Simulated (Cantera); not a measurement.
A closed system holds: 1 mol NH3, 6.4 mol H2O, a varied amount of O2, at 1500 K and 2.30 bar.

Method: chemical equilibrium by Gibbs-energy minimisation in Cantera with the NASA 1993 tables (ideal gas, pure condensed phases). Candidate condensed phases: H2O; 24 gas species. Equilibrium is a limit: real reactors are often held back by kinetics, nucleation or transport.

Q: At 0.19 mol O2, list the 3 most abundant gas species with their mole fractions, and the condensed phases.

A: H2O 0.807, H2 0.133, N2 0.0595. Condensed: gas only.
